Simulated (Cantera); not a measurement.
A closed system holds: 1 mol TiO2, 0.49 mol C, 0.016 mol CO, held at 1398.15 K and 72.0 Pa.

Equilibrium computed with Cantera from the NASA thermochemical tables; the gas is ideal and each condensed phase is pure. Candidate condensed phases: C, Ti, TiC, TiO, TiO2, Ti2O3, Ti3O5, Ti4O7; 15 gas species. Mutual solubility and eutectic melting of coexisting phases are not modelled. Equilibrium is a limit: real reactors are often held back by kinetics, nucleation or transport.

Base state: CO 1.000, CO2 7.91e-5 (mole fractions); condensed: Ti2O3(s) + Ti3O5(s).

**Question.** What changes in the equilibrium state with this change: TiO2 replaced by Fe2O3?

**Answer.** 
| species | before | after |
|---|---|---|
| CO2 | 7.91e-5 | 0.951 |
| CO | 1.000 | 0.0493 |
| Ti2O3(s), mol | 0.470 | 0 |
| Ti3O5(s), mol | 0.0199 | 0 |
| FeO(s), mol | 0 | 1.91 |
| Fe3O4(s), mol | 0 | 0.0290 |
The tables' stoichiometric FeO is somewhat more stable than real wüstite, so its field is too wide. FeO: taken at fixed stoichiometry. Further candidate phases: Fe, Fe(CO)5, FeO, Fe2O3, Fe3O4.

**Question.** What changes in the equilibrium state with this change: 0.24 mol H2O added?

**Answer.** 
| species | before | after |
|---|---|---|
| CO | 1.000 | 0.678 |
| H2 | 0 | 0.321 |
| H2O | 0 | 0.000538 |
| H | 0 | 0.000100 |
| CO2 | 7.91e-5 | 0.000525 |
| Ti2O3(s), mol | 0.470 | 0 |
| Ti3O5(s), mol | 0.0199 | 0.00317 |
| Ti4O7(s), mol | 0 | 0.248 |
Condensed phases not in the tables: Magnéli phases beyond Ti4O7. Further candidate phases: C6H6, C7H8, C8H18, H2O.

**Question.** What changes in the equilibrium state with this change: TiO2 replaced by PbO?

**Answer.** 
```json
[
 {"species": "Pb", "before": "0", "after": "0.653"},
 {"species": "CO2", "before": "7.91e-5", "after": "0.328"},
 {"species": "PbO", "before": "0", "after": "0.0107"},
 {"species": "CO", "before": "1.000", "after": "0.00805"},
 {"species": "Ti2O3(s), mol", "before": "0.470", "after": "0"},
 {"species": "Ti3O5(s), mol", "before": "0.0199", "after": "0"}
]
```
Further candidate phases: Pb, PbO, PbO2, Pb3O4.
